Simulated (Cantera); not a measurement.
Charge: 1 mol AlCl3, 3.3 mol NH3, 690 mol N2, 7.1 mol O2, equilibrated at 1125 K and 47000 Pa.

These are equilibrium values from Cantera (NASA tables, ideal gas, pure condensed phases), not measurements of a reactor. Candidate condensed phases: Al, AlCl3, AlN, Al2O3, H2O, NH4Cl; 45 gas species. Rates play no part.

Base state: N2 0.984, O2 0.00655, H2O 0.00495, HCl 0.00419, Cl2 3.02e-5, NO 2.10e-5, Cl 1.65e-5 (mole fractions); condensed: Al2O3(s).

Task: What changes in the equilibrium state with this change: O2 from 7.1 to 1.4 mol?

Result: 
```csv
species,before,after
N2,0.984,0.991
HCl,0.00419,0.00430
H2,<1e-9,0.00308
O2,0.00655,<1e-9
H2O,0.00495,0.00186
Cl2,3.02e-5,<1e-9
NO,2.10e-5,<1e-9
Cl,1.65e-5,4.46e-9
"Al2O3(s), mol",0.500,0.500
```

Task: What changes in the equilibrium state with this change: O2 from 7.1 to 1.8 mol?

Result: 
```csv
species,before,after
N2,0.984,0.991
HCl,0.00419,0.00430
H2O,0.00495,0.00301
O2,0.00655,<1e-9
H2,<1e-9,0.00193
Cl2,3.02e-5,<1e-9
NO,2.10e-5,<1e-9
"Al2O3(s), mol",0.500,0.500
```
